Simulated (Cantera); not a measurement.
A perfectly stirred reactor is fed with H₂ : O₂ : N₂ = 0.028 : 1 : 1.2 (molar parts), at 0.0306 atm; it is held at 1223 K, and followed from long to short residence time.

Model: the H2/O2 subset of GRI-Mech 3.0, which has no nitrogen chemistry, integrated in Cantera. Radical loss at walls, strong at low pressure, is not modelled.

Question: Predict: x(H₂) at τ = 9.00 s; x(O₂) at τ = 9.00 s; x(O) at τ = 9.00 s; x(H₂O) at τ = 9.00 s; x(HO₂) at τ = 9.00 s; x(H₂) at τ = 0.190 s; x(O₂) at τ = 0.190 s; x(O) at τ = 0.190 s; x(H₂O) at τ = 0.190 s; x(HO₂) at τ = 0.190 s.

Answer: 
- x(H₂) at τ = 9.00 s: 1.22e-5
- x(O₂) at τ = 9.00 s: 0.445
- x(O) at τ = 9.00 s: 0.000206
- x(H₂O) at τ = 9.00 s: 0.0126
- x(HO₂) at τ = 9.00 s: 2.87e-7
- x(H₂) at τ = 0.190 s: 0.000115
- x(O₂) at τ = 0.190 s: 0.444
- x(O) at τ = 0.190 s: 0.00223
- x(H₂O) at τ = 0.190 s: 0.0122
- x(HO₂) at τ = 0.190 s: 1.19e-6
